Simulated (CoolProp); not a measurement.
Vapour-liquid equilibrium of o-xylene (1) + n-nonane (2) at 407.2 K; x and y are mole fractions of (1).

The numbers come from the multi-fluid Helmholtz-energy mixture model, Zhou 2012 and Lemmon 2006; pair parameters Bell 2016 in CoolProp.

Task: Give the bubble pressure and the first vapour's composition at x = 0.2, 0.425, 0.725. Is there an azeotrope?

Result: x = 0.2: 68.49 kPa, y = 0.251; x = 0.425: 72.70 kPa, y = 0.480; x = 0.725: 76.05 kPa, y = 0.743. y crosses x between x = 0.875 and 0.95: the model has an azeotrope there.

Pair parameters are fitted to limited data, so mixtures are less certain than the pure fluids.
